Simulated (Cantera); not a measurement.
Input (Python, Cantera) and output of one run.

```python
import numpy as np
import cantera as ct

gas_names = [...]  # 114 gases of nasa_gas.yaml made of C, Fe, H, O
cond_names = """
    C(gr) C6H6(L) C7H8(L) C8H18(L),n-octa Fe(a) Fe(c) Fe(d) Fe(L) FeC5O5(L) FeO(s) FeO(L) Fe(OH)2(s)
    Fe(OH)3(s) Fe2O3(s) Fe3O4(s) H2O(s) H2O(L)
""".split()


# ... load() reads the species with a 1 bar reference pressure and builds the phases ...
atoms = {
    'Fe(CO)5': {'Fe': 1, 'C': 5, 'O': 5},
    'CO': {'C': 1, 'O': 1},
    'H2': {'H': 2},
}
top_T = {'C(gr)': 4500, 'Fe2O3(s)': 1830, 'Fe3O4(s)': 1870}  # K; cautious upper limits of use, not melting points


# ... equilibrate(T, P, feed) seeds the gas with the atoms and calls Mixture.equilibrate('TP', solver="vcs", rtol=1e-11, max_steps=5000) ...
results = []
feed = {'Fe(CO)5': 1, 'CO': 1.7, 'H2': 0.12}  # mol
P = 24  # Pa
for T in [775, 850, 925, 1000, 1075, 1150, 1225, 1300, 1375, 1450, 1525]:
    mix = equilibrate(T, P, feed)
    results.append((T, P, feed, dict(zip(mix.species_names, mix.species_moles))))
    x = sorted(zip(gas.X, gas.species_names), reverse=True)
    print(f"T = {T:g} K  P = {P:g} Pa  gas = {mix.phase_moles(0):.4g} mol")
    print("   x: " + "  ".join(f"{s} {v:.3e}" for v, s in x if v > 1e-06))
    print("   condensed (mol): " + ("  ".join(f"{mix.phase(i).name} {mix.phase_moles(i):.4g}"
          for i in range(1, mix.n_phases) if mix.phase_moles(i) > 1e-12) or "none"))
```

It prints:

```
T = 775 K  P = 24 Pa  gas = 6.508 mol
   x: CO 9.339e-01  CO2 4.770e-02  H2 1.825e-02  H2O 1.847e-04
   condensed (mol): C(gr) 0.3116  Fe(a) 1
T = 850 K  P = 24 Pa  gas = 6.786 mol
   x: CO 9.774e-01  H2 1.765e-02  CO2 4.939e-03  H2O 2.921e-05
   condensed (mol): C(gr) 0.03371  Fe(a) 1
T = 925 K  P = 24 Pa  gas = 6.815 mol
   x: CO 9.817e-01  H2 1.760e-02  CO2 6.953e-04  H2O 6.165e-06
   condensed (mol): C(gr) 0.00478  Fe(a) 1
T = 1000 K  P = 24 Pa  gas = 6.819 mol
   x: CO 9.823e-01  H2 1.760e-02  CO2 1.314e-04  H2O 1.639e-06
   condensed (mol): C(gr) 0.0009069  Fe(a) 1
T = 1075 K  P = 24 Pa  gas = 6.82 mol
   x: CO 9.824e-01  H2 1.760e-02  CO2 3.148e-05
   condensed (mol): C(gr) 0.0002182  Fe(a) 1
T = 1150 K  P = 24 Pa  gas = 6.82 mol
   x: CO 9.824e-01  H2 1.759e-02  CO2 9.138e-06
   condensed (mol): C(gr) 6.362e-05  Fe(a) 1
T = 1225 K  P = 24 Pa  gas = 6.82 mol
   x: CO 9.824e-01  H2 1.759e-02  CO2 3.102e-06  H 2.668e-06
   condensed (mol): C(gr) 2.166e-05  Fe(c) 1
T = 1300 K  P = 24 Pa  gas = 6.82 mol
   x: CO 9.824e-01  H2 1.759e-02  H 9.471e-06  Fe 4.549e-06  CO2 1.198e-06
   condensed (mol): C(gr) 8.286e-06  Fe(c) 1
T = 1375 K  P = 24 Pa  gas = 6.82 mol
   x: CO 9.824e-01  H2 1.758e-02  Fe 3.421e-05  H 2.933e-05
   condensed (mol): C(gr) 3.216e-06  Fe(c) 0.9998
T = 1450 K  P = 24 Pa  gas = 6.822 mol
   x: CO 9.822e-01  H2 1.755e-02  Fe 2.079e-04  H 8.087e-05
   condensed (mol): C(gr) 5.577e-07  Fe(c) 0.9986
T = 1525 K  P = 24 Pa  gas = 6.828 mol
   x: CO 9.813e-01  H2 1.747e-02  Fe 1.054e-03  H 2.019e-04
   condensed (mol): Fe(c) 0.9928
```

Cantera equilibrium calculation (NASA polynomials, part measured and part estimated; ideal gas, pure solids and liquids). Condensed phases not in the tables: cementite and carbon dissolved in iron.
